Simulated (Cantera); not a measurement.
# Adiabatic ignition

An adiabatic, constant-pressure homogeneous reactor starts with 8.84 % CH4, 0.415 % H2, 19.9 % O2, 57.6 % N2, 13.3 % CO2, equivalence ratio 0.90, at 975 K and 10.0 bar.

Computed with Cantera and GRI-Mech 3.0 (53 species, 325 reactions). Below about 1000 K GRI-Mech 3.0 lacks low-temperature oxidation paths.

```csv
t (s),T (K),x CH4,x H2,x O2,x H,x CO2,x HCN
1.00e-6,975,0.0884,0.00415,0.199,<1e-12,0.133,<1e-12
4.27e-6,975,0.0884,0.00415,0.199,<1e-12,0.133,<1e-12
1.82e-5,975,0.0884,0.00415,0.199,<1e-12,0.133,<1e-12
7.77e-5,975,0.0884,0.00415,0.199,<1e-12,0.133,<1e-12
0.000331,975,0.0884,0.00415,0.199,2.51e-12,0.133,<1e-12
0.00141,975,0.0884,0.00415,0.199,7.73e-12,0.133,<1e-12
0.00603,975,0.0884,0.00415,0.199,1.25e-10,0.133,<1e-12
0.0257,980,0.0878,0.00404,0.198,2.34e-9,0.133,<1e-12
0.110,2495,<1e-12,0.00209,0.0234,0.000358,0.204,1.31e-10
0.469,2495,<1e-12,0.00209,0.0234,0.000358,0.204,1.31e-10
2.00,2495,<1e-12,0.00209,0.0234,0.000358,0.204,1.31e-10
```
x: mole fraction; the columns are a selection and need not sum to one.

```
Property                                                            Result
---------------------------------  ---------------------------------------
time of steepest temperature rise                                  41.6 ms
temperature at 2.00 s                                               2495 K
equilibrium temperature                                             2495 K
x(CH4) at 2.00 s                     <1e-12 (gas-phase equilibrium <1e-12)
x(H2) at 2.00 s                    0.00209 (gas-phase equilibrium 0.00209)
x(O2) at 2.00 s                      0.0234 (gas-phase equilibrium 0.0234)
```
